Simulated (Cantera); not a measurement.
Input (Python, Cantera) and output of one run.

```python
import numpy as np
import cantera as ct

gas_names = """
    B BH BH2 BH3 BO BO2 B2 B2O B2O2 B2O3 B3O3H3 H HBO HBO2 HO2 H2 H2O H2O2 H3B3O6 O OH O2 O3
""".split()
cond_names = """
    B(b) B(L) B2O3(L) B3O3H3(cr) H2O(s) H2O(L)
""".split()


# ... load() reads the species with a 1 bar reference pressure and builds the phases ...
atoms = {
    'B2H6': {'B': 2, 'H': 6},
    'O2': {'O': 2},
}
top_T = {}  # K; cautious upper limits of use, not melting points


# ... equilibrate(T, P, feed) seeds the gas with the atoms and calls Mixture.equilibrate('TP', solver="vcs", rtol=1e-11, max_steps=5000) ...
results = []
feed = {'B2H6': 1, 'O2': 8.4}  # mol
P = 4800  # Pa
for T in [823, 923, 1023, 1123, 1223, 1323, 1423, 1523, 1623, 1723, 1823, 1923]:
    mix = equilibrate(T, P, feed)
    results.append((T, P, feed, dict(zip(mix.species_names, mix.species_moles))))

top = {s: max(r[3][s] / sum(r[3][g] for g in gas_names) for r in results) for s in gas_names}
cols = sorted((s for s in top if top[s] > 1e-05), key=lambda s: -top[s])[:5]
seen = [c for c in cond_names if any(r[3].get(c, 0) > 1e-12 for r in results)]
print("log10 of partial pressures in bar; condensed amounts in mol")
print(f"{'T/K':>10s}" + "".join(f"{s[:9]:>10s}" for s in cols + seen))
for T, P, feed, n in results:
    ng = sum(n[g] for g in gas_names)
    print(f"{T:10.4g}" + "".join(f"{np.log10(max(n[s] / ng * P / 1e5, 1e-99)):10.3f}" for s in cols)
          + "".join(f"{n.get(c, 0):10.4g}" for c in seen))
```

It prints:

```
log10 of partial pressures in bar; condensed amounts in mol
       T/K        O2       H2O      HBO2      B2O3        OH   B2O3(L)
       823    -1.510    -1.772    -7.445   -15.983    -9.357    0.9544
       923    -1.510    -1.769    -6.228   -13.215    -8.240    0.9754
      1023    -1.510    -1.768    -5.261   -11.008    -7.341     0.985
      1123    -1.511    -1.768    -4.475    -9.209    -6.601    0.9878
      1223    -1.511    -1.769    -3.825    -7.716    -5.984    0.9806
      1323    -1.513    -1.776    -3.282    -6.459    -5.462    0.9496
      1423    -1.518    -1.793    -2.825    -5.387    -5.020    0.8631
      1523    -1.528    -1.834    -2.445    -4.463    -4.650    0.6645
      1623    -1.548    -1.917    -2.139    -3.658    -4.353    0.2627
      1723    -1.561    -1.971    -2.039    -3.309    -4.079         0
      1823    -1.562    -1.968    -2.051    -3.247    -3.807         0
      1923    -1.564    -1.967    -2.064    -3.196    -3.564         0
```

Cantera equilibrium calculation (NASA polynomials, part measured and part estimated; ideal gas, pure solids and liquids). The feed counts by its element totals alone. Gases not in the tables: H3BO3.
